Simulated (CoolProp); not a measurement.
A single-stage vapour-compression cycle with R123: evaporating at 288.15 K (dew point), condensing at 332.15 K (bubble point), superheat 10 K, subcooling 2 K, compressor efficiency 0.85, no pressure losses. Each further row changes one setting.

Model: reference Helmholtz-energy equation of state, Younglove 1994, in CoolProp. It is a modified Benedict-Webb-Rubin equation, recast in Helmholtz form.

```
case                              cooling COP  pressure ratio  discharge temperature (K)  refrigerating effect (kJ/kg)  volumetric capacity (kJ/m³)
--------------------------------  -----------  --------------  -------------------------  ----------------------------  ---------------------------
as stated                                4.79            4.47                      344.5                           139                          546
evaporating temperature 293.15 K         5.61            3.67                      343.7                           142                          672
condensing temperature 327.15 K          5.53            3.86                      339.7                           144                          567
subcooling 7 K                           4.97            4.47                      344.5                           144                          567
superheat 20 K                           4.85            4.47                      354.9                           146                          553
compressor efficiency 0.75               4.23            4.47                      349.5                           139                          546
```
